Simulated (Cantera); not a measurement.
An isothermal, constant-pressure homogeneous reactor starts with CH4 : H2 = 1 : 7.9 (molar parts), at 1750 K and 0.000770 atm. Integrator tolerance rtol = 1e-08.

Cantera simulation using GRI-Mech 3.0 (53 species, 325 reactions); the numbers are that mechanism's predictions, not measurements. GRI-Mech 3.0 stops at C3 and has no aromatics, soot or wall deposition, so with more carbon than oxygen in the feed, carbon stays in small species such as C2H2 where larger ones or solid carbon would form. Radical loss at walls, strong at low pressure, is not modelled.

What does this change do: temperature 1750 to 1525 K?


```csv
quantity,before,after
x(CH4) at 2.00 s,0.0464 (gas-phase equilibrium 1.35e-5),0.112 (gas-phase equilibrium 0.000105)
x(H2) at 2.00 s,0.921 (gas-phase equilibrium 0.942),0.888 (gas-phase equilibrium 0.949)
x(CH3) at 2.00 s,0.00196 (gas-phase equilibrium 2.36e-6),0.000294 (gas-phase equilibrium 1.86e-6)
x(C2H) at 2.00 s,4.19e-7 (gas-phase equilibrium 3.06e-6),1.10e-11 (gas-phase equilibrium 9.68e-8)
x(C2H4) at 2.00 s,0.000307 (gas-phase equilibrium 1.22e-6),8.98e-5 (gas-phase equilibrium 8.22e-6)
x(C2H6) at 2.00 s,4.04e-6 (gas-phase equilibrium 1.52e-12),2.11e-6 (gas-phase equilibrium 4.35e-11)
x(CH2) at 2.00 s,3.00e-6 (gas-phase equilibrium 2.20e-8),2.94e-8 (gas-phase equilibrium 1.40e-9)
```
